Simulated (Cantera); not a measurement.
## Hydrocarbon pyrolysis for carbon deposition

An isothermal, constant-pressure homogeneous reactor starts with 0.498 % CH4, 99.5 % N2, at 1525 K and 2.03 Torr.

Model: GRI-Mech 3.0 (53 species, 325 reactions), integrated in Cantera. GRI-Mech 3.0 stops at C3 and has no aromatics, soot or wall deposition, so with more carbon than oxygen in the feed, carbon stays in small species such as C2H2 where larger ones or solid carbon would form. Radical loss at walls, strong at low pressure, is not modelled.

```csv
t (s),x CH4,x C2H4,x C2H2,x C2H,x HCN
1.00e-6,0.00498,<1e-12,<1e-12,<1e-12,<1e-12
5.34e-6,0.00498,<1e-12,<1e-12,<1e-12,<1e-12
2.85e-5,0.00498,<1e-12,<1e-12,<1e-12,<1e-12
0.000152,0.00498,<1e-12,<1e-12,<1e-12,<1e-12
0.000811,0.00498,<1e-12,<1e-12,<1e-12,<1e-12
0.00433,0.00498,<1e-12,<1e-12,<1e-12,<1e-12
0.0231,0.00497,5.92e-12,<1e-12,<1e-12,<1e-12
0.123,0.00497,1.12e-9,1.20e-11,<1e-12,<1e-12
0.658,0.00497,1.69e-7,1.01e-8,<1e-12,1.02e-12
3.51,0.00487,1.95e-5,7.07e-6,4.04e-11,2.07e-10
18.7,0.00283,9.86e-5,0.000930,3.12e-9,1.51e-7
100,0.000451,3.26e-6,0.00224,9.83e-9,2.17e-6
```
x: mole fraction; the columns are a selection and need not sum to one.

Equilibrium at this temperature and pressure: CH4 1.06e-8, C2H4 3.98e-10, C2H2 9.02e-5, C2H 1.05e-9, HCN 0.00477 (gas phase only).
